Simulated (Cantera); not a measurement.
**MgO + HCl + O₂ + H₂O (chemical vapour transport)**

A closed system holds: 1 mol MgO, 0.013 mol HCl, 1.4 mol O₂, 0.079 mol H₂O, equilibrated at 800 °C and 1900 Pa.

Equilibrium computed with Cantera from the NASA thermochemical tables; the gas is ideal and each condensed phase is pure. Candidate condensed phases: H₂O, Mg, MgCl₂, MgO, Mg(OH)₂; 22 gas species. The numbers say what is thermodynamically allowed, not how fast it happens.

```
Item                                 Result
--------------------------------  ---------
x(O₂)                                 0.938
x(H₂O)                               0.0530
x(HCl)                              0.00859
x(Cl)                               4.86e-5
x(Cl₂)                              3.87e-5
x(OH)                               1.24e-6
n(MgO(s))                          1.00 mol
gas amount                        1.492 mol
log10 activity of Mg(l) (absent)     -22.72
```
